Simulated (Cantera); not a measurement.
Cantera run:

```python
import numpy as np
import cantera as ct

gas_names = """
    H H2 N NH NH2 NH3 N2 N2H2 N2H4 Si SiH SiH2 SiH3 SiH4 SiN Si2 Si2N Si3
""".split()
cond_names = """
    Si(cr) Si(L) Si3N4(a)
""".split()


# ... load() reads the species with a 1 bar reference pressure and builds the phases ...
atoms = {
    'Si3N4': {'Si': 3, 'N': 4},
    'H2': {'H': 2},
}
top_T = {'Si3N4(a)': 2400}  # K; cautious upper limits of use, not melting points


# ... equilibrate(T, P, feed) seeds the gas with the atoms and calls Mixture.equilibrate('TP', solver="vcs", rtol=1e-11, max_steps=5000) ...
results = []
feed = {'Si3N4': 1, 'H2': 6.3}  # mol
P = 43  # Pa
for T in [1298, 1398, 1498, 1598, 1698, 1798, 1898, 1998]:
    mix = equilibrate(T, P, feed)
    results.append((T, P, feed, dict(zip(mix.species_names, mix.species_moles))))
    x = sorted(zip(gas.X, gas.species_names), reverse=True)
    print(f"T = {T:g} K  P = {P:g} Pa  gas = {mix.phase_moles(0):.4g} mol")
    print("   x: " + "  ".join(f"{s} {v:.3e}" for v, s in x if v > 1e-06))
    print("   condensed (mol): " + ("  ".join(f"{mix.phase(i).name} {mix.phase_moles(i):.4g}"
          for i in range(1, mix.n_phases) if mix.phase_moles(i) > 1e-12) or "none"))
```

Output:

```
T = 1298 K  P = 43 Pa  gas = 6.307 mol
   x: H2 9.989e-01  N2 1.098e-03  H 5.164e-05
   condensed (mol): Si(cr) 0.01039  Si3N4(a) 0.9965
T = 1398 K  P = 43 Pa  gas = 6.382 mol
   x: H2 9.870e-01  N2 1.275e-02  H 2.267e-04  Si 1.812e-06
   condensed (mol): Si(cr) 0.122  Si3N4(a) 0.9593
T = 1498 K  P = 43 Pa  gas = 7.05 mol
   x: H2 8.932e-01  N2 1.060e-01  H 7.832e-04  Si 2.334e-05  SiH 1.480e-06  SiH2 1.304e-06
   condensed (mol): Si(cr) 1.12  Si3N4(a) 0.6264
T = 1598 K  P = 43 Pa  gas = 8.311 mol
   x: H2 7.569e-01  N2 2.406e-01  H 2.233e-03  Si 2.175e-04  SiH 8.611e-06  SiH2 3.704e-06  Si2N 3.215e-06  SiN 1.920e-06
   condensed (mol): Si(cr) 2.998
T = 1698 K  P = 43 Pa  gas = 8.338 mol
   x: H2 7.525e-01  N2 2.398e-01  H 6.049e-03  Si 1.527e-03  SiH 4.278e-05  Si2N 1.711e-05  SiH2 1.051e-05  SiN 9.455e-06  Si2 6.650e-06  Si3 1.677e-06
   condensed (mol): Si(L) 2.986
T = 1798 K  P = 43 Pa  gas = 8.423 mol
   x: H2 7.405e-01  N2 2.374e-01  H 1.461e-02  Si 7.173e-03  SiH 1.469e-04  Si2N 5.203e-05  Si2 4.308e-05  SiN 3.228e-05  SiH2 2.185e-05  Si3 1.026e-05
   condensed (mol): Si(L) 2.936
T = 1898 K  P = 43 Pa  gas = 8.692 mol
   x: H2 7.087e-01  N2 2.300e-01  H 3.173e-02  Si 2.857e-02  SiH 4.351e-04  Si2 2.283e-04  Si2N 1.386e-04  SiN 9.561e-05  Si3 5.155e-05  SiH2 4.081e-05
   condensed (mol): Si(L) 2.739
T = 1998 K  P = 43 Pa  gas = 9.558 mol
   x: H2 6.279e-01  N2 2.090e-01  Si 9.890e-02  H 6.130e-02  SiH 1.108e-03  Si2 1.020e-03  Si2N 3.226e-04  SiN 2.452e-04  Si3 2.190e-04  SiH2 6.591e-05
   condensed (mol): Si(L) 2.009
```

Cantera equilibrium calculation (NASA polynomials, part measured and part estimated; ideal gas, pure solids and liquids). Mutual solubility and eutectic melting of coexisting phases are not modelled. The tables' values for SiN are old estimates; treat these amounts as uncertain. Gases not in the tables: Si2H6 and higher silanes.
